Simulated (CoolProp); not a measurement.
Vapour-liquid equilibrium of n-octane (1) + p-xylene (2) at 361.9 K; x and y are mole fractions of (1).

The numbers come from the multi-fluid Helmholtz-energy mixture model, Beckmüller 2019 and Zhou 2012; pair parameters Bell 2016 in CoolProp.

```json
[
 {"x": "0.05", "bubble pressure (MPa)": "0.02268", "y at the bubble point": "0.091", "dew pressure at overall composition x (MPa)": "0.02222", "liquid density (mol/L)": "7.416"},
 {"x": "0.125", "bubble pressure (MPa)": "0.02402", "y at the bubble point": "0.205", "dew pressure at overall composition x (MPa)": "0.02307", "liquid density (mol/L)": "7.240"},
 {"x": "0.2", "bubble pressure (MPa)": "0.02517", "y at the bubble point": "0.300", "dew pressure at overall composition x (MPa)": "0.02396", "liquid density (mol/L)": "7.072"},
 {"x": "0.275", "bubble pressure (MPa)": "0.02618", "y at the bubble point": "0.383", "dew pressure at overall composition x (MPa)": "0.02487", "liquid density (mol/L)": "6.911"},
 {"x": "0.35", "bubble pressure (MPa)": "0.02708", "y at the bubble point": "0.457", "dew pressure at overall composition x (MPa)": "0.02578", "liquid density (mol/L)": "6.757"},
 {"x": "0.425", "bubble pressure (MPa)": "0.02788", "y at the bubble point": "0.525", "dew pressure at overall composition x (MPa)": "0.02670", "liquid density (mol/L)": "6.609"},
 {"x": "0.5", "bubble pressure (MPa)": "0.02860", "y at the bubble point": "0.590", "dew pressure at overall composition x (MPa)": "0.02759", "liquid density (mol/L)": "6.466"},
 {"x": "0.575", "bubble pressure (MPa)": "0.02926", "y at the bubble point": "0.652", "dew pressure at overall composition x (MPa)": "0.02844", "liquid density (mol/L)": "6.329"},
 {"x": "0.65", "bubble pressure (MPa)": "0.02985", "y at the bubble point": "0.713", "dew pressure at overall composition x (MPa)": "0.02924", "liquid density (mol/L)": "6.198"},
 {"x": "0.725", "bubble pressure (MPa)": "0.03040", "y at the bubble point": "0.774", "dew pressure at overall composition x (MPa)": "0.02997", "liquid density (mol/L)": "6.071"},
 {"x": "0.8", "bubble pressure (MPa)": "0.03090", "y at the bubble point": "0.834", "dew pressure at overall composition x (MPa)": "0.03062", "liquid density (mol/L)": "5.950"},
 {"x": "0.875", "bubble pressure (MPa)": "0.03136", "y at the bubble point": "0.896", "dew pressure at overall composition x (MPa)": "0.03121", "liquid density (mol/L)": "5.832"},
 {"x": "0.95", "bubble pressure (MPa)": "0.03178", "y at the bubble point": "0.958", "dew pressure at overall composition x (MPa)": "0.03173", "liquid density (mol/L)": "5.719"}
]
```

No azeotrope shows between x = 0.05 and 0.95.

The pair parameters rest on a limited set of measurements; away from them the model extrapolates.
